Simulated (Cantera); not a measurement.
A freely propagating, adiabatic, planar premixed flame of 9.12 % CH4, 15.5 % O2, 75.4 % N2, equivalence ratio 1.2, unburnt at 425 K and 0.120 bar; mixture-averaged transport, grid criteria slope 0.08 and curve 0.16, no radiation.

Detailed kinetics in Cantera: GRI-Mech 3.0 (53 species, 325 reactions). Burning velocities carry a grid error of a few per cent, more on coarse grids.

x: mole fraction of selected species; z is measured from the peak of heat release.

```tsv
z (mm)	T (K)	u (m/s)	x CH4	x O2	x NO	x H2O2	x HO2	x CO
-9.13	425	0.680	0.0911	0.155	<1e-8	<1e-8	?	1.28e-6
-6.09	426	0.684	0.0908	0.155	<1e-8	8.38e-8	?	1.91e-5
-4.57	433	0.696	0.0901	0.154	<1e-8	5.31e-7	?	0.000136
-3.04	500	0.811	0.0856	0.149	1.57e-7	2.85e-6	3.39e-5	0.00174
-1.52	899	1.49	0.0599	0.119	1.63e-6	2.68e-6	3.32e-5	0.0158
-0.761	1269	2.12	0.0328	0.0829	3.70e-6	1.94e-6	?	0.0337
0	1597	2.69	0.00872	0.0430	7.39e-6	4.46e-7	?	0.0515
0.761	1737	2.93	0.000894	0.0191	1.25e-5	7.20e-8	?	0.0538
1.52	1767	2.97	4.92e-5	0.0101	1.63e-5	4.62e-8	?	0.0478
3.04	1784	2.99	1.21e-7	0.00595	1.94e-5	4.39e-8	?	0.0398
6.09	1799	3.00	<1e-8	0.00490	2.09e-5	3.94e-8	?	0.0358
12.2	1819	3.03	<1e-8	0.00434	2.23e-5	3.40e-8	?	0.0350
24.4	1848	3.08	<1e-8	0.00359	2.44e-5	2.71e-8	?	0.0349
```

Question: Fill in the missing entries.

Answer: 
- -9.13, x HO2: 6.06e-8
- -6.09, x HO2: 8.82e-7
- -4.57, x HO2: 5.77e-6
- -0.761, x HO2: 7.15e-5
- 0, x HO2: 4.99e-5
- 0.761, x HO2: 5.83e-6
- 1.52, x HO2: 7.19e-7
- 3.04, x HO2: 3.47e-7
- 6.09, x HO2: 2.88e-7
- 12.2, x HO2: 2.53e-7
- 24.4, x HO2: 2.09e-7
